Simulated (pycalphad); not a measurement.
An equivalent pycalphad script:

```python
from pycalphad import Database, equilibrium, calculate, variables as v
import numpy as np
db = Database('COST507.tdb')
comps = ['AL', 'MN', 'SI', 'VA']
phases = ['AL11MN4', 'AL12MN', 'AL4MN', 'AL6MN', 'AL8MN5_D810', 'ALMNSI_ALPHA', 'ALMNSI_BETA', 'ALMNSI_DELTA', 'BCC_A2', 'CBCC_A12', 'CUB_A13', 'DIAMOND_A4', 'FCC_A1', 'HCP_A3', 'LIQUID', 'MN11SI19', 'MN3SI', 'MN5SI3', 'MN6SI', 'MN9SI2', 'MNSI']
eq = equilibrium(db, comps, phases, {v.X('MN'): 0.1271, v.X('SI'): 0.0103, v.T: np.arange(1850, 499, -75), v.P: 101325, v.N: 1}, output=['HM', 'SM'])
```

Source of the numbers: pycalphad with the COST 507 light-alloy database (1999); pressure 1 atm. The database dates from 1999; later assessments differ in places, in temperatures and in the compounds included. Amounts are mole fractions of atoms. Kinetics are ignored, which matters at the lower temperatures.

Results at three of the temperatures:

```
T = 1175.00 K, P = 101325 Pa, N = 1 mol of atoms
G = -64416 J/mol, H = 27793 J/mol, S = 78.48 J/(mol K)  (SER reference)
chemical potentials (J/mol): Al -57896, Mn -106523, Si -90906
phase             fraction      x(Al)      x(Mn)      x(Si)
LIQUID              0.8951     0.8707     0.1183     0.0110
AL4MN               0.0962     0.8000     0.2000       none
ALMNSI_BETA         0.0087     0.7209     0.2308     0.0483
```

```
T = 950.00 K, P = 101325 Pa, N = 1 mol of atoms
G = -49104 J/mol, H = 6539 J/mol, S = 58.57 J/(mol K)  (SER reference)
chemical potentials (J/mol): Al -39202, Mn -115359, Si -60875
phase             fraction      x(Al)      x(Mn)      x(Si)
AL6MN               0.5679     0.8571     0.1429       none
LIQUID              0.2489     0.9798     0.0148     0.0054
ALMNSI_BETA         0.1832     0.7203     0.2308     0.0489
```

```
T = 575.00 K, P = 101325 Pa, N = 1 mol of atoms
G = -31351 J/mol, H = -9018 J/mol, S = 38.84 J/(mol K)  (SER reference)
chemical potentials (J/mol): Al -18908, Mn -114654, Si -45460
phase             fraction      x(Al)      x(Mn)      x(Si)
AL6MN               0.4199     0.8571     0.1429       none
AL12MN              0.3482     0.9231     0.0769       none
ALMNSI_ALPHA        0.2319     0.7817     0.1739     0.0444
```

Changes of the phase set, refined by bisection:

```
T (K)                     phases above                   phases below
-------  -----------------------------  -----------------------------
1183.3                          LIQUID                 AL4MN + LIQUID
1177.2                  AL4MN + LIQUID   AL4MN + ALMNSI_BETA + LIQUID
977 ± 1   AL4MN + ALMNSI_BETA + LIQUID   AL6MN + ALMNSI_BETA + LIQUID
939 ± 2   AL6MN + ALMNSI_BETA + LIQUID  AL6MN + ALMNSI_ALPHA + LIQUID
927.0    AL6MN + ALMNSI_ALPHA + LIQUID  AL6MN + ALMNSI_ALPHA + FCC_A1
814.2    AL6MN + ALMNSI_ALPHA + FCC_A1  AL12MN + AL6MN + ALMNSI_ALPHA
```

Database names, with the compositions (at.%) that they take in these runs: AL4MN: Al 80 Mn 20; ALMNSI_BETA: Al 72 Mn 23 Si 5; AL6MN: Al 86 Mn 14; ALMNSI_ALPHA: Al 76-78 Mn 17 Si 4-7; AL12MN: Al 92 Mn 8. FCC_A1 is fcc. An entry "none" or "no" means that the model of the phase leaves that element out.
